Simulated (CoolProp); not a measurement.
Acetone at several states: fugacity coefficient from the reference equation and from simpler models built on Tc = 235.0 °C, pc = 4692 kPa, ω = 0.307; each cubic takes its own stable root.

Model: reference Helmholtz-energy equation of state, Lemmon 2006, in CoolProp. It is a short technical equation, of lower accuracy than the large ones.

| T (°C) | p (kPa) | phase | reference | van der Waals | Redlich-Kwong |
|---|---|---|---|---|---|
| -17.95 | 876 | liquid | 0.003872 | 0.1544 | 0.01330 |
| 246.05 | 2360 | gas | 0.8246 | 0.8594 | 0.8434 |
| -72.85 | 138 | liquid | 0.0002576 | 0.1553 | 0.001429 |
| 203.85 | 4120 | liquid | 0.5172 | 0.6582 | 0.5916 |
| 99.95 | 288 | gas | 0.9212 | 0.9625 | 0.9507 |
